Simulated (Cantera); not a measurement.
Charge: 1 mol CH₃SiH₃, 0.012 mol C₃H₈, 75 mol H₂, held at 1330 Pa.

These are equilibrium values from Cantera (NASA tables, ideal gas, pure condensed phases), not measurements of a reactor. Candidate condensed phases: C, C₆H₆, C₇H₈, C₈H₁₈, Si, SiC; 87 gas species. The feed counts by its element totals alone. Gases not in the tables: Si₂H₆ and higher silanes. Kinetics and transport are ignored.

x: gas mole fraction; n: condensed amount in mol.

```
T (°C)   x H₂       x H      x Si  x C₂H₂ (acetylene)  x SiC₂    x Si₂C  n C(graphite)  n SiC(s)
------  -----  --------  --------  ------------------  ------  --------  -------------  --------
902     1.000   1.06e-6    <1e-12             6.37e-8  <1e-12    <1e-12         0.0161      1.00
1052    1.000   1.42e-5  2.38e-11             8.51e-7  <1e-12    <1e-12         0.0289      1.00
1202    1.000  0.000112   2.85e-9             6.67e-6       ?  3.55e-12         0.0319     1.000
1352    0.999  0.000611   1.40e-7             3.55e-5       ?  5.25e-10         0.0289     1.000
1502    0.997   0.00250   3.53e-6            0.000142       ?   3.28e-8         0.0132     1.000
1652    0.991   0.00824   7.00e-5            0.000267       ?   1.38e-6              0     0.993
1802    0.976    0.0228  0.000754            0.000637       ?   2.80e-5              0     0.929
1952    0.938    0.0543   0.00432             0.00244       ?  0.000276              0     0.553
```

Fill in the missing entries.


- 1202, x SiC₂: 4.00e-12
- 1352, x SiC₂: 6.53e-10
- 1502, x SiC₂: 4.44e-8
- 1652, x SiC₂: 1.18e-6
- 1802, x SiC₂: 2.30e-5
- 1952, x SiC₂: 0.000404
